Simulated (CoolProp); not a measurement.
Properties of ammonia along the isotherm 247.2 K (Tc = 405.6 K, pc = 11.36 MPa, ω = 0.256).

The numbers come from the reference Helmholtz-energy equation of state, Gao 2020 in CoolProp.

```json
[
 {"p (MPa)": "0.631", "phase": "liquid", "speed of sound (m/s)": "1691", "Joule-Thomson coefficient (K/MPa)": "-0.1783", "fugacity coefficient": "0.2232"},
 {"p (MPa)": "1.26", "phase": "liquid", "speed of sound (m/s)": "1694", "Joule-Thomson coefficient (K/MPa)": "-0.1788", "fugacity coefficient": "0.1127"},
 {"p (MPa)": "1.89", "phase": "liquid", "speed of sound (m/s)": "1697", "Joule-Thomson coefficient (K/MPa)": "-0.1793", "fugacity coefficient": "0.07570"},
 {"p (MPa)": "2.53", "phase": "liquid", "speed of sound (m/s)": "1700", "Joule-Thomson coefficient (K/MPa)": "-0.1798", "fugacity coefficient": "0.05700"},
 {"p (MPa)": "3.16", "phase": "liquid", "speed of sound (m/s)": "1703", "Joule-Thomson coefficient (K/MPa)": "-0.1803", "fugacity coefficient": "0.04599"},
 {"p (MPa)": "3.79", "phase": "liquid", "speed of sound (m/s)": "1705", "Joule-Thomson coefficient (K/MPa)": "-0.1807", "fugacity coefficient": "0.03864"},
 {"p (MPa)": "4.42", "phase": "liquid", "speed of sound (m/s)": "1708", "Joule-Thomson coefficient (K/MPa)": "-0.1812", "fugacity coefficient": "0.03339"},
 {"p (MPa)": "5.05", "phase": "liquid", "speed of sound (m/s)": "1711", "Joule-Thomson coefficient (K/MPa)": "-0.1817", "fugacity coefficient": "0.02945"},
 {"p (MPa)": "5.68", "phase": "liquid", "speed of sound (m/s)": "1714", "Joule-Thomson coefficient (K/MPa)": "-0.1821", "fugacity coefficient": "0.02639"}
]
```
